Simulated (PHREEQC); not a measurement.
# Brine

Consider water at 5 °C with 1.3 mol/kgw CaCl2, 0.0078 mol/kgw H3BO3 and 0.00019 mol/kgw H4SiO4. Closed to the air; pH follows from the charge balance.

Model: Pitzer model, pitzer.dat, run in PHREEQC.

Each row changes one thing in this solution. Precipitation was switched off in this run.

```tsv
case	pH	CaB(OH)4+ (mol/kgw)	B(OH)4- (mol/kgw)	B3O3(OH)4- (mol/kgw)	H3SiO4- (mol/kgw)	SI of SiO2(a) (SiO2)
as made	4.58	9.46e-6	2.35e-6	9.27e-9	5.93e-9	-0.53
H3BO3 from 0.0078 to 0.0117 mol/kgw	[?]	1.16e-5	[?]	2.56e-8	4.84e-9	-0.53
CaCl2 from 1.3 to 0.26 mol/kgw	[?]	4.06e-6	2.36e-6	7.64e-9	6.45e-9	[?]
temperature from 5 to 40 °C	4.68	9.13e-6	2.85e-6	1.11e-8	2.55e-8	-0.84
temperature from 5 to 45 °C	4.70	9.05e-6	[?]	1.15e-8	3.02e-8	-0.88
```

Question: Complete the blanks.

Answer: 
- H3BO3 from 0.0078 to 0.0117 mol/kgw, pH: 4.49
- H3BO3 from 0.0078 to 0.0117 mol/kgw, B(OH)4- (mol/kgw): 2.88e-6
- CaCl2 from 1.3 to 0.26 mol/kgw, pH: 5.26
- CaCl2 from 1.3 to 0.26 mol/kgw, SI of SiO2(a) (SiO2): -0.80
- temperature from 5 to 45 °C, B(OH)4- (mol/kgw): 2.94e-6

Complexes and solids missing from the database can't appear. In brines, pH and single-ion activities rest on the MacInnes convention. Away from 25 °C the constants follow the database's enthalpies or fits; those with neither stay at their 25 °C values.
